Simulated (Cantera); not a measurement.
Charge: 1 mol C2H6, 0.13 mol H2O, 17 mol N2, held at 698.15 K and 0.200 bar.

Method: chemical equilibrium by Gibbs-energy minimisation in Cantera with the NASA 1993 tables (ideal gas, pure condensed phases). Candidate condensed phases: C, C6H6, C7H8, C8H18, H2O; 136 gas species. Rates play no part.

Base state: N2 0.862, H2 0.110, CH4 0.0215, H2O 0.00552, CO 0.000550, CO2 0.000264, NH3 6.52e-5 (mole fractions); condensed: C(graphite).

Question: What changes in the equilibrium state with this change: pressure from 0.200 bar to 1.33 mbar?

Answer: 
```json
[
 {"species": "N2", "before": "0.862", "after": "0.840"},
 {"species": "H2", "before": "0.110", "after": "0.154"},
 {"species": "CO", "before": "0.000550", "after": "0.00555"},
 {"species": "CH4", "before": "0.0215", "after": "0.000278"},
 {"species": "NH3", "before": "6.52e-5", "after": "7.06e-7"},
 {"species": "H2O", "before": "0.00552", "after": "0.000517"},
 {"species": "CO2", "before": "0.000264", "after": "0.000179"},
 {"species": "C(graphite), mol", "before": "1.56", "after": "1.88"}
]
```
